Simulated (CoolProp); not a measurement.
Aqueous potassium carbonate as a coolant, at 32 °C, 1 atm.

Computed with CoolProp (Melinder's fits for secondary coolants).

```csv
mass %,freezing point (°C),viscosity (mPa s),Prandtl number,density (kg/m³),cp (kJ/(kg K))
5.5,-1.8,0.871,5.54,1045,3.900
8.5,-3.0,0.946,5.85,1072,3.775
11.6,-4.3,1.03,6.23,1101,3.653
14.6,-5.7,1.13,6.64,1130,3.536
17.6,-7.3,1.25,7.10,1160,3.419
20.6,-9.2,1.38,7.62,1191,3.303
23.7,-11.6,1.54,8.26,1223,3.187
26.7,-14.6,1.73,9.01,1256,3.083
29.7,-18.2,1.96,9.97,1289,2.988
32.7,-22.7,2.25,11.2,1323,2.905
```
